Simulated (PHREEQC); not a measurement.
Make-up at 25 °C: 0.23 mol HF, 0.00022 mol (NH4)2SiF6, 3.8e-05 mol H3BO3 and 0.00035 mol H2SO4 per kg of water. Closed to the air; pH follows from the charge balance.

The numbers come from PHREEQC with the ion-association model, phreeqc.dat.

```json
[
 {"quantity": "pH", "before": "1.79", "after": "2.40"},
 {"quantity": "ionic strength (mol/kgw)", "before": "0.0189", "after": "0.00523"},
 {"quantity": "HF (mol/kgw)", "before": "0.205", "after": "0.0190"},
 {"quantity": "F- (mol/kgw)", "before": "0.00979", "after": "0.00341"},
 {"quantity": "HF2- (mol/kgw)", "before": "0.00769", "after": "0.000248"},
 {"quantity": "BF3OH- (mol/kgw)", "before": "6.77e-8", "after": "7.21e-7"},
 {"quantity": "SI of Quartz (SiO2)", "before": "-10.50", "after": "-5.39"}
]
```

Name the change that produced these shifts.
A. H3BO3 from 3.8e-05 to 4.18e-05 mol/kgw
B. HF from 0.23 to 0.023 mol/kgw
C. H3BO3 from 3.8e-05 to 0.00019 mol/kgw
D. H2SO4 left out

B, HF from 0.23 to 0.023 mol/kgw

This is a speciation only: nothing precipitates in the calculation. SiF6-2 is the database's only silicon fluoride. Real BF4- forms and hydrolyses slowly; the run takes it at equilibrium.
